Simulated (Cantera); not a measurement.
# Equilibrium for silicon epitaxy and polysilicon growth: Si3H8 + HCl + N2

A closed system holds: 1 mol Si3H8, a varied amount of HCl, 160 mol N2, at 1425 °C and 31.5 Torr.

Cantera equilibrium calculation (NASA polynomials, part measured and part estimated; ideal gas, pure solids and liquids). Candidate condensed phases: NH4Cl, Si, Si3N4; 28 gas species. The feed counts by its element totals alone. The tables' values for SiCl3 are old estimates; treat these amounts as uncertain. The numbers say what is thermodynamically allowed, not how fast it happens.

| n(HCl) (mol) | x N2 | x H2 | x HCl | x SiCl2 | x H | x Cl | x SiCl3 | x SiCl | n Si3N4(s) |
|---|---|---|---|---|---|---|---|---|---|
| 0.39 | 0.973 | 0.0247 | 0.00223 | 8.03e-5 | 0.000111 | 7.80e-6 | 1.90e-7 | 8.28e-7 | 0.995 |
| 0.47 | 0.972 | 0.0247 | 0.00265 | 0.000114 | 0.000111 | 9.27e-6 | 3.20e-7 | 9.85e-7 | 0.994 |
| 0.57 | 0.972 | 0.0247 | 0.00317 | 0.000162 | 0.000111 | 1.11e-5 | 5.43e-7 | 1.18e-6 | 0.991 |
| 0.69 | 0.971 | 0.0248 | 0.00377 | 0.000228 | 0.000111 | 1.31e-5 | 9.10e-7 | 1.40e-6 | 0.987 |
| 0.83 | 0.970 | 0.0248 | 0.00444 | 0.000316 | 0.000111 | 1.55e-5 | 1.49e-6 | 1.65e-6 | 0.983 |
| 1 | 0.969 | 0.0249 | 0.00523 | 0.000437 | 0.000111 | 1.82e-5 | 2.41e-6 | 1.93e-6 | 0.976 |
| 1.2 | 0.968 | 0.0251 | 0.00612 | 0.000596 | 0.000112 | 2.12e-5 | 3.84e-6 | 2.26e-6 | 0.967 |
| 1.4 | 0.967 | 0.0252 | 0.00698 | 0.000771 | 0.000112 | 2.41e-5 | 5.65e-6 | 2.57e-6 | 0.957 |
| 1.7 | 0.965 | 0.0254 | 0.00820 | 0.00106 | 0.000113 | 2.82e-5 | 9.06e-6 | 3.01e-6 | 0.941 |
| 2.1 | 0.963 | 0.0258 | 0.00975 | 0.00147 | 0.000113 | 3.33e-5 | 1.49e-5 | 3.56e-6 | 0.918 |
| 2.5 | 0.960 | 0.0262 | 0.0112 | 0.00192 | 0.000114 | 3.80e-5 | 2.22e-5 | 4.07e-6 | 0.893 |
x: gas mole fraction; n: condensed amount in mol.

From 0.39 mol HCl to 2.5 mol HCl the condensed part is Si3N4(s). The main Si-bearing gas is SiCl2 throughout. The share of Si in condensed phases is highest at 0.39 mol HCl (99.5 %) and lowest at 2.5 mol HCl (89.3 %).
